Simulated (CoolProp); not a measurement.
A simple Rankine cycle with chloromethane (R40): condensing at 289.15 K, boiler at 2.14 MPa, turbine inlet 353.7 K, turbine efficiency 0.8, pump efficiency 0.8, no recuperator. Each further row changes one setting.

The numbers come from the reference Helmholtz-energy equation of state, Thol 2014 in CoolProp.

```tsv
case	thermal efficiency (%)	net work (kJ/kg)	heat in (kJ/kg)	turbine exit temperature (K)	volume ratio over the turbine
as stated	___	49.9	403	289.2	4.39
turbine inlet 373.7 K	12.6	54.4	430	289.2	4.13
condensing temperature 281.15 K	13.8	57.5	415	281.2	5.54
boiler pressure 1.5 MPa	10.1	42.5	422	289.2	___
turbine efficiency 0.7	10.8	43.4	403	289.2	___
```

### Question
Fill in the missing entries.

### Answer

- as stated, thermal efficiency (%): 12.4
- boiler pressure 1.5 MPa, volume ratio over the turbine: 2.96
- turbine efficiency 0.7, volume ratio over the turbine: 4.47

The expansion ends wet for: as stated; turbine inlet 373.7 K; condensing temperature 281.15 K; boiler pressure 1.5 MPa; turbine efficiency 0.7.
